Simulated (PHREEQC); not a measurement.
Dissolve 0.019 mol/kgw ZnSO4, 0.00015 mol/kgw H3BO3 and 0.017 mol/kgw NiCl2 at 20 °C. Closed to the air; pH follows from the charge balance.

Equilibrium calculation in PHREEQC: ion-association model, wateq4f.dat.

```
quantity                    before     after
------------------------  --------  --------
pH                            5.59      5.85
ionic strength (mol/kgw)    0.0906    0.0541
Ni+2 (mol/kgw)              0.0130    0.0157
NiCl+ (mol/kgw)           0.000410  0.000581
NiCl2 (mol/kgw)            2.95e-5   4.59e-5
NiOH+ (mol/kgw)            2.41e-7   5.89e-7
```

Which change was made?
A. ZnSO4 left out
B. ZnSO4 from 0.019 to 0.0019 mol/kgw
C. temperature from 20 to 65 °C
D. ZnSO4 from 0.019 to 0.0209 mol/kgw
E. temperature from 20 to 45 °C

B, ZnSO4 from 0.019 to 0.0019 mol/kgw

This is a speciation only: nothing precipitates in the calculation.
